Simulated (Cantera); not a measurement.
Input: 1 mol CaCO₃, 0.91 mol H₂, 0.21 mol H₂O, equilibrated at 2100 K and 2.03 Torr.

These are equilibrium values from Cantera (NASA tables, ideal gas, pure condensed phases), not measurements of a reactor. Candidate condensed phases: C, C₆H₆, C₇H₈, C₈H₁₈, Ca, CaCO₃, CaO, Ca(OH)₂, H₂O; 115 gas species. Equilibrium is a limit: real reactors are often held back by kinetics, nucleation or transport.

Base state: H₂O 0.377, CO 0.290, CO₂ 0.173, H₂ 0.128, H 0.0214, OH 0.00753, O₂ 0.00113, O 0.000901 (mole fractions); condensed: CaO(s).

### Question
What changes in the equilibrium state with this change: temperature from 2100 K to 1450 K?

### Answer
```
species        before    after
-----------  --------  -------
H₂O             0.377    0.354
CO              0.290    0.255
CO₂             0.173    0.217
H₂              0.128    0.175
H              0.0214  7.60e-5
Ca(OH)₂       8.06e-5  9.30e-8
O₂            0.00113  1.37e-9
O            0.000901  1.43e-9
CaO(s), mol     0.999     1.00
```

### Question
What changes in the equilibrium state with this change: temperature from 2100 K to 1700 K?

### Answer
| species | before | after |
|---|---|---|
| H₂O | 0.377 | 0.374 |
| CO | 0.290 | 0.275 |
| CO₂ | 0.173 | 0.196 |
| H₂ | 0.128 | 0.153 |
| H | 0.0214 | 0.00111 |
| Ca(OH)₂ | 8.06e-5 | 2.41e-6 |
| O₂ | 0.00113 | 8.89e-7 |
| Ca | 6.47e-5 | 5.61e-8 |
| O | 0.000901 | 8.11e-7 |
| CaO(s), mol | 0.999 | 1.000 |
